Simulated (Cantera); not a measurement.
**Equilibrium for chemical vapour transport: MgO + Br₂ + N₂**

Input: 1 mol MgO, 1.6 mol Br₂, 0.22 mol N₂, equilibrated at 6600 Pa.

These are equilibrium values from Cantera (NASA tables, ideal gas, pure condensed phases), not measurements of a reactor. Candidate condensed phases: Br₂, Mg, MgBr₂, MgO; 17 gas species. The numbers say what is thermodynamically allowed, not how fast it happens.

From 1175 K to 1575 K the condensed part is MgO(s). The main Mg-bearing gas is MgBr₂ throughout. The share of Mg in condensed phases is highest at 1175 K (99.8 %) and lowest at 1575 K (91.7 %).

```
T (K)  log p Br₂  log p Br  log p N₂  log p MgBr₂  log p O₂  log p NO  log p O  log p MgBr  n MgO(s)
-----  ---------  --------  --------  -----------  --------  --------  -------  ----------  --------
1175       -1.29     -2.12     -2.12        -4.23     -4.54     -6.73   -10.10      -12.86     0.998
1225       -1.32     -1.96     -2.14        -3.94     -4.24     -6.43    -9.50      -12.05     0.997
1275       -1.36     -1.82     -2.15        -3.68     -3.98     -6.15    -8.94      -11.30     0.993
1325       -1.42     -1.69     -2.17        -3.44     -3.75     -5.90    -8.43      -10.61     0.988
1375       -1.49     -1.58     -2.20        -3.24     -3.55     -5.68    -7.97       -9.98     0.980
1425       -1.57     -1.49     -2.22        -3.07     -3.37     -5.49    -7.54       -9.39     0.969
1475       -1.68     -1.42     -2.25        -2.93     -3.23     -5.32    -7.16       -8.85     0.954
1525       -1.80     -1.37     -2.28        -2.81     -3.12     -5.16    -6.80       -8.35     0.936
1575       -1.94     -1.33     -2.30        -2.72     -3.02     -5.03    -6.48       -7.89     0.917
```
log p: log10 of the partial pressure in bar; n: condensed amount in mol.
